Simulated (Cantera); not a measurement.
Charge: 1 mol Fe3O4, 0.95 mol CH4, 0.88 mol N2, at 700 °C and 1.00 bar.

Cantera equilibrium calculation (NASA polynomials, part measured and part estimated; ideal gas, pure solids and liquids). Candidate condensed phases: C, C6H6, C7H8, C8H18, Fe, Fe(CO)5, FeO, Fe(OH)2, Fe(OH)3, Fe2O3, Fe3O4, H2O; 140 gas species. The tables' stoichiometric FeO is somewhat more stable than real wüstite, so its field is too wide. FeO: taken at fixed stoichiometry. Rates play no part.

Base state: H2 0.423, N2 0.244, CO 0.194, H2O 0.0704, CO2 0.0522, CH4 0.0166, NH3 9.48e-5 (mole fractions); condensed: Fe(α) + FeO(s).

What changes in the equilibrium state with this change: temperature from 700 °C to 2277 °C?


```tsv
species	before	after
H2	0.423	0.316
CO	0.194	0.224
N2	0.244	0.223
H2O	0.0704	0.156
Fe	<1e-9	0.0430
H	<1e-9	0.0175
CH4	0.0166	<1e-9
CO2	0.0522	0.0174
OH	<1e-9	0.00189
FeO	<1e-9	0.00118
Fe(OH)2	<1e-9	0.000407
NO	<1e-9	0.000108
Fe(α), mol	0.333	0
FeO(s), mol	2.67	0
Fe(l), mol	0	0.473
FeO(l), mol	0	2.35
```
Each liquid is taken as pure. Mutual solubility and eutectic melting of coexisting phases are not modelled.
